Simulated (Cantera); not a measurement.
# Equilibrium for silicon carbide growth: Si(CH₃)₄ + H₂ + C₂H₄

Charge: 1 mol Si(CH₃)₄, 8.8 mol H₂, 0.031 mol C₂H₄, held at 99.0 mbar.

Method: chemical equilibrium by Gibbs-energy minimisation in Cantera with the NASA 1993 tables (ideal gas, pure condensed phases). Candidate condensed phases: C, C₆H₆, C₇H₈, C₈H₁₈, Si, SiC; 87 gas species. Gases not in the tables: Si₂H₆ and higher silanes. The numbers say what is thermodynamically allowed, not how fast it happens.

```
T (K)   x H₂      x H  x C₂H₂ (acetylene)      x Si    x SiC₂     x SiH  n C(graphite)  n SiC(s)
-----  -----  -------  ------------------  --------  --------  --------  -------------  --------
2023   0.993  0.00601            0.000887   3.43e-5   1.58e-6   6.91e-6           3.04     0.999
2048   0.992  0.00709             0.00104   4.98e-5   2.56e-6   9.48e-6           3.03     0.999
2073   0.990  0.00832             0.00121   7.16e-5   4.11e-6   1.29e-5           3.03     0.998
2098   0.989  0.00972             0.00141  0.000102   6.53e-6   1.74e-5           3.02     0.998
2123   0.987   0.0113             0.00163  0.000144   1.02e-5   2.33e-5           3.02     0.997
2148   0.985   0.0131             0.00189  0.000203   1.59e-5   3.11e-5           3.01     0.996
2173   0.982   0.0152             0.00217  0.000282   2.44e-5   4.11e-5           3.00     0.994
2198   0.979   0.0175             0.00248  0.000390   3.72e-5   5.39e-5           2.99     0.992
2223   0.976   0.0201             0.00283  0.000534   5.60e-5   7.03e-5           2.99     0.988
2248   0.973   0.0230             0.00322  0.000727   8.35e-5   9.11e-5           2.98     0.984
2273   0.969   0.0263             0.00365  0.000983  0.000123  0.000117           2.97     0.978
2298   0.964   0.0299             0.00412   0.00132  0.000181  0.000150           2.96     0.971
2323   0.959   0.0339             0.00464   0.00176  0.000263  0.000191           2.95     0.960
2348   0.953   0.0383             0.00521   0.00234  0.000379  0.000242           2.94     0.947
```
x: gas mole fraction; n: condensed amount in mol.

From 2023 K to 2348 K the condensed part is C(graphite) + SiC(s). The main Si-bearing gas is Si throughout.
